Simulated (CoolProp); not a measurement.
Vapour pressure (MPa) of ethylene: the reference equation beside estimates from Tc = 282.4 K, pc = 5.042 MPa, ω = 0.087.

The numbers come from the reference Helmholtz-energy equation of state, Smukala 2000 in CoolProp.

```json
[
 {"T (K)": "205.4", "reference": "0.5648", "van der Waals": "1.226", "Redlich-Kwong": "0.6050"},
 {"T (K)": "208.2", "reference": "0.6286", "van der Waals": "1.311", "Redlich-Kwong": "0.6738"},
 {"T (K)": "211", "reference": "0.6975", "van der Waals": "1.399", "Redlich-Kwong": "0.7479"},
 {"T (K)": "213.8", "reference": "0.7718", "van der Waals": "1.491", "Redlich-Kwong": "0.8275"},
 {"T (K)": "216.6", "reference": "0.8517", "van der Waals": "1.587", "Redlich-Kwong": "0.9129"},
 {"T (K)": "219.4", "reference": "0.9375", "van der Waals": "1.687", "Redlich-Kwong": "1.004"},
 {"T (K)": "222.2", "reference": "1.029", "van der Waals": "1.791", "Redlich-Kwong": "1.102"},
 {"T (K)": "225", "reference": "1.128", "van der Waals": "1.898", "Redlich-Kwong": "1.206"},
 {"T (K)": "227.9", "reference": "1.236", "van der Waals": "2.014", "Redlich-Kwong": "1.321"},
 {"T (K)": "230.7", "reference": "1.348", "van der Waals": "2.130", "Redlich-Kwong": "1.438"},
 {"T (K)": "233.5", "reference": "1.467", "van der Waals": "2.249", "Redlich-Kwong": "1.563"},
 {"T (K)": "236.3", "reference": "1.594", "van der Waals": "2.373", "Redlich-Kwong": "1.694"},
 {"T (K)": "239.1", "reference": "1.728", "van der Waals": "2.502", "Redlich-Kwong": "1.833"},
 {"T (K)": "241.9", "reference": "1.870", "van der Waals": "2.634", "Redlich-Kwong": "1.980"},
 {"T (K)": "244.7", "reference": "2.021", "van der Waals": "2.771", "Redlich-Kwong": "2.134"}
]
```

Absolute difference from the reference over all 15 rows, mean and median: van der Waals 71.6 and 68.3 %, Redlich-Kwong 6.7 and 6.9 %.
